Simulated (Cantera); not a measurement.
A closed system holds: 1 mol SiO2, 1.3 mol C, 7.8 mol H2, 4.6 mol CO, at 4.10 bar.

Equilibrium computed with Cantera from the NASA thermochemical tables; the gas is ideal and each condensed phase is pure. Candidate condensed phases: C, C6H6, C7H8, C8H18, H2O, Si, SiC, SiO2; 123 gas species. The tables hold silica as quartz up to 1696 K and as liquid above; real silica turns to tridymite and cristobalite and melts near 1996 K. Rates play no part. All values below are at 1450 K.

Base state: H2 0.621, CO 0.370, CH4 0.00523, H2O 0.00235, CO2 0.000590 (mole fractions); condensed: C(graphite) + SiO2(β-quartz).

Problem. What changes in the equilibrium state with this change: H2 from 7.8 to 0.88 mol?

Solution. 
| species | before | after |
|---|---|---|
| CO | 0.370 | 0.836 |
| H2 | 0.621 | 0.159 |
| CO2 | 0.000590 | 0.00301 |
| CH4 | 0.00523 | 0.000343 |
| H2O | 0.00235 | 0.00136 |
| C(graphite), mol | 1.27 | 1.32 |
| SiO2(β-quartz), mol | 1.00 | 1.00 |

Problem. What changes in the equilibrium state with this change: SiO2 replaced by Cu2O?

Solution. 
```
species                before     after
-------------------  --------  --------
H2                      0.621     0.575
CO                      0.370     0.417
CH4                   0.00523   0.00448
CO2                  0.000590  0.000748
H2O                   0.00235   0.00245
C(graphite), mol         1.27     0.283
SiO2(β-quartz), mol      1.00         0
Cu(l), mol                  0      2.00
```
Further candidate phases: Cu, CuO, Cu(OH)2, Cu2O.
